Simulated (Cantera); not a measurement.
An adiabatic, constant-volume homogeneous reactor starts with 3.55 % CH₄, 2.42 % CO, 19.8 % O₂, 74.2 % N₂, equivalence ratio 0.42, at 1450 K and 330000 Pa.

Cantera simulation using GRI-Mech 3.0 (53 species, 325 reactions); the numbers are that mechanism's predictions, not measurements.

### Question
Predict: time of steepest temperature rise; temperature at 0.900 s; equilibrium temperature; x(CO) at 0.900 s; x(O₂) at 0.900 s; x(NO) at 0.900 s.

### Answer
```
Quantity                                                            Result
---------------------------------  ---------------------------------------
time of steepest temperature rise                                 0.496 ms
temperature at 0.900 s                                              2498 K
equilibrium temperature                                             2498 K
x(CO) at 0.900 s                   0.00271 (gas-phase equilibrium 0.00271)
x(O₂) at 0.900 s                       0.107 (gas-phase equilibrium 0.107)
x(NO) at 0.900 s                     0.0159 (gas-phase equilibrium 0.0159)
```
